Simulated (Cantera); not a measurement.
An adiabatic, constant-volume homogeneous reactor starts with H2 : O2 : N2 : H2O = 1 : 0.847 : 3.19 : 0.25 (molar parts), equivalence ratio 0.59, at 998 K and 160000 Pa. Integrator tolerance rtol = 1e-08.

Detailed kinetics in Cantera: the H2/O2 subset of GRI-Mech 3.0, which has no nitrogen chemistry.

```tsv
quantity	before	after
time of steepest temperature rise	13.6 ms	16.7 ms
temperature at 8.00 s	2529 K	2559 K
equilibrium temperature	2529 K	2559 K
x(H2) at 8.00 s	0.00338 (gas-phase equilibrium 0.00338)	0.00221 (gas-phase equilibrium 0.00221)
x(O2) at 8.00 s	0.0693 (gas-phase equilibrium 0.0693)	0.0697 (gas-phase equilibrium 0.0697)
x(H2O) at 8.00 s	0.249 (gas-phase equilibrium 0.249)	0.252 (gas-phase equilibrium 0.252)
x(OH) at 8.00 s	0.0137 (gas-phase equilibrium 0.0137)	0.0113 (gas-phase equilibrium 0.0113)
x(H) at 8.00 s	0.000870 (gas-phase equilibrium 0.000870)	0.000450 (gas-phase equilibrium 0.000450)
x(HO2) at 8.00 s	1.47e-5 (gas-phase equilibrium 1.47e-5)	2.13e-5 (gas-phase equilibrium 2.13e-5)
x(O) at 8.00 s	0.00230 (gas-phase equilibrium 0.00230)	0.00150 (gas-phase equilibrium 0.00150)
```

Problem. What was changed between the two runs?
A. initial temperature 998 to 1648 K
B. pressure from 160000 Pa to 130000 Pa
C. pressure from 160000 Pa to 500000 Pa
D. initial temperature 998 to 1173 K

Solution. C, pressure from 160000 Pa to 500000 Pa
